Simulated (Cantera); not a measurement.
**Equilibrium for fluorocarbon and chlorocarbon gases: CHF3 + CH4 + H2**

Input: 1 mol CHF3, 0.92 mol CH4, 3.1 mol H2, equilibrated at 4300 Pa.

These are equilibrium values from Cantera (NASA tables, ideal gas, pure condensed phases), not measurements of a reactor. Candidate condensed phases: C, C6H6, C7H8, C8H18; 95 gas species. The numbers say what is thermodynamically allowed, not how fast it happens.

```
T (K)   x H2   x HF       x H  x C2H2 (acetylene)    x CH4      x F    x CH3  n C(graphite)
-----  -----  -----  --------  ------------------  -------  -------  -------  -------------
1673   0.567  0.432  0.000414             3.23e-5  1.68e-5  2.65e-8  2.49e-7           1.92
1723   0.567  0.432  0.000662             5.13e-5  1.39e-5  5.62e-8  3.30e-7           1.92
1773   0.567  0.432   0.00103             7.94e-5  1.16e-5  1.14e-7  4.30e-7           1.92
1823   0.566  0.432   0.00157            0.000120  9.84e-6  2.24e-7  5.52e-7           1.92
1873   0.566  0.432   0.00234            0.000177  8.39e-6  4.24e-7  6.98e-7           1.92
1923   0.565  0.432   0.00341            0.000255  7.21e-6  7.75e-7  8.71e-7           1.92
1973   0.564  0.431   0.00488            0.000361  6.23e-6  1.38e-6  1.07e-6           1.91
2023   0.562  0.431   0.00686            0.000502  5.42e-6  2.37e-6  1.31e-6           1.91
2073   0.560  0.430   0.00949            0.000686  4.74e-6  3.99e-6  1.57e-6           1.91
2123   0.557  0.429    0.0129            0.000922  4.16e-6  6.56e-6  1.87e-6           1.91
2173   0.553  0.429    0.0173             0.00122  3.67e-6  1.05e-5  2.21e-6           1.90
```
x: gas mole fraction; n: condensed amount in mol.

From 1673 K to 2173 K the condensed part is C(graphite). The main C-bearing gas is C2H2 (acetylene) throughout.
